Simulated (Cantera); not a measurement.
An isothermal, constant-pressure homogeneous reactor starts with 1.26 % CH₄, 97.0 % H₂, 1.07 % N₂, 0.717 % H₂O, at 1575 K and 100.0 Torr.

Detailed kinetics in Cantera: GRI-Mech 3.0 (53 species, 325 reactions). GRI-Mech 3.0 stops at C3 and has no aromatics, soot or wall deposition, so with more carbon than oxygen in the feed, carbon stays in small species such as C2H2 where larger ones or solid carbon would form.

Predict: x(CH₄) at 40.0 s; x(H₂) at 40.0 s; x(C₂H) at 40.0 s; x(CH₃) at 40.0 s; x(C₂H₄) at 40.0 s.


```
Item                                                  Value
-----------------  ----------------------------------------
x(CH₄) at 40.0 s    0.00373 (gas-phase equilibrium 0.00161)
x(H₂) at 40.0 s         0.974 (gas-phase equilibrium 0.979)
x(C₂H) at 40.0 s   1.38e-9 (gas-phase equilibrium 3.44e-10)
x(CH₃) at 40.0 s    8.76e-6 (gas-phase equilibrium 3.79e-6)
x(C₂H₄) at 40.0 s   7.29e-5 (gas-phase equilibrium 1.83e-5)
```
